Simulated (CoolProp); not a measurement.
The numbers come from the reference Helmholtz-energy equation of state, Thol 2012 in CoolProp.

Question: For benzene, give the phase and the cv (kJ/(kg K)), speed of sound (m/s), Joule-Thomson coefficient (K/MPa), conductivity (mW/(m K)) at 304.8 K and 0.193 MPa; 436.9 K and 0.199 MPa.

Answer: 
- 304.8 K and 0.193 MPa: liquid; cv 1.23, speed of sound 1270, Joule-Thomson coefficient -0.411, conductivity 139
- 436.9 K and 0.199 MPa: gas; cv 1.49, speed of sound 217, Joule-Thomson coefficient 16.3, conductivity 23.7

Thermal conductivity comes from a separate model (Assael 2012).
